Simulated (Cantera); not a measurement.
Feed: 1 mol SiO₂, 3.9 mol CH₄, 0.26 mol N₂, held at 10.0 Pa.

Method: chemical equilibrium by Gibbs-energy minimisation in Cantera with the NASA 1993 tables (ideal gas, pure condensed phases). Candidate condensed phases: C, C₆H₆, C₇H₈, C₈H₁₈, H₂O, Si, SiC, SiO₂, Si₂N₂O, Si₃N₄; 151 gas species. The tables' values for SiN are old estimates; treat these amounts as uncertain. Equilibrium is a limit: real reactors are often held back by kinetics, nucleation or transport.

x: gas mole fraction; n: condensed amount in mol.

```tsv
T (°C)	x H₂	x H	x CO	x Si	x N₂	x SiC₂	n C(graphite)	n SiC(s)
1027	0.775	9.74e-5	0.199	1.28e-9	0.0258	<1e-12	0.903	0.999
1102	0.775	0.000302	0.199	1.76e-8	0.0258	[?]	0.904	0.998
1177	0.775	0.000832	0.198	1.83e-7	0.0258	[?]	0.905	0.997
1252	0.773	0.00208	0.198	1.51e-6	0.0257	[?]	0.907	0.996
1327	0.771	0.00477	0.198	1.02e-5	0.0256	[?]	0.908	0.994
1402	0.766	0.0102	0.197	5.83e-5	0.0255	[?]	0.910	0.992
1477	0.757	0.0202	0.196	0.000286	0.0252	[?]	0.913	0.987
1552	0.740	0.0379	0.194	0.00123	0.0248	[?]	0.923	0.975
1627	0.711	0.0669	0.190	0.00468	0.0242	[?]	0.958	0.933
1702	0.662	0.111	0.183	0.0161	0.0231	[?]	1.08	0.791
1777	0.578	0.172	0.169	0.0507	0.0211	[?]	1.49	0.310
1852	0.488	0.254	0.157	0.0699	0.0193	[?]	1.71	0
```

**Question.** What belongs in the gaps?

**Answer.** 
- 1102, x SiC₂: 9.52e-12
- 1177, x SiC₂: 2.06e-10
- 1252, x SiC₂: 3.27e-9
- 1327, x SiC₂: 3.99e-8
- 1402, x SiC₂: 3.87e-7
- 1477, x SiC₂: 3.08e-6
- 1552, x SiC₂: 2.06e-5
- 1627, x SiC₂: 0.000118
- 1702, x SiC₂: 0.000594
- 1777, x SiC₂: 0.00264
- 1852, x SiC₂: 0.00500
